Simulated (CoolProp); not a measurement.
R125 at 353.46 K and 5.37 MPa flows at 0.18 m/s in a round tube of 2 mm bore and 45 µm roughness, fully developed (64/Re and Nu = 3.66 if laminar; Colebrook and Gnielinski if turbulent). Each further row changes one setting.

Computed with CoolProp (reference Helmholtz-energy equation of state, Lemmon 2005).

```tsv
case	Reynolds number	Darcy friction factor	pressure drop (Pa/m)	heat-transfer coefficient (W/(m² K))	mass flow (kg/h)
as stated	5160	0.0572	344	901	1.51
velocity 0.36 m/s	10300	0.0542	1310	1940	3.03
diameter 4 mm	10300	0.0442	133	838	6.05
```

Viscosity comes from a separate model (Huber 2006). Thermal conductivity comes from a separate model (Perkins 2006).
